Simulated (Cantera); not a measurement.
## Hydrocarbon pyrolysis for carbon deposition

An isothermal, constant-pressure homogeneous reactor starts with 3.33 % C₂H₆, 96.7 % N₂, at 1448 K and 160000 Pa.

Model: GRI-Mech 3.0 (53 species, 325 reactions), integrated in Cantera. GRI-Mech 3.0 stops at C3 and has no aromatics, soot or wall deposition, so with more carbon than oxygen in the feed, carbon stays in small species such as C2H2 where larger ones or solid carbon would form.

```
t (s)       x C₂H₆   x C₂H₄     x CH₂     x CH₃     x H₂    x C₂H₂     x CH₄
--------  --------  -------  --------  --------  -------  --------  --------
5.00e-5     0.0309  0.00182   2.33e-7  0.000414  0.00172   1.26e-5  0.000360
0.000184    0.0225  0.00874   2.21e-7  0.000369  0.00871  0.000382   0.00182
0.000674   0.00603   0.0191   9.86e-8  0.000180   0.0248   0.00423   0.00560
0.00247   0.000252   0.0147   5.51e-9   3.30e-5   0.0376    0.0133   0.00735
0.00909    1.20e-5  0.00916  3.20e-10   7.81e-6   0.0431    0.0189   0.00747
0.0334     3.78e-6  0.00424  1.38e-10   5.16e-6   0.0478    0.0236   0.00746
0.122      2.15e-6  0.00121  1.07e-10   4.54e-6   0.0507    0.0266   0.00742
0.450      2.01e-6  0.00106  1.03e-10   4.43e-6   0.0510    0.0268   0.00729
1.65       1.85e-6  0.00108  9.85e-11   4.19e-6   0.0516    0.0270   0.00685
6.06       1.53e-6  0.00112  8.77e-11   3.66e-6   0.0530    0.0274   0.00588
22.3       1.32e-6  0.00116  7.92e-11   3.25e-6   0.0540    0.0277   0.00512
81.7       1.31e-6  0.00116  7.86e-11   3.22e-6   0.0541    0.0277   0.00508
300        1.31e-6  0.00116  7.86e-11   3.22e-6   0.0541    0.0277   0.00508
```
x: mole fraction; the columns are a selection and need not sum to one.

Equilibrium at this temperature and pressure: C₂H₆ 4.65e-7, C₂H₄ 0.000387, CH₂ 4.54e-11, CH₃ 1.92e-6, H₂ 0.0576, C₂H₂ 0.00869, CH₄ 0.00312 (gas phase only).
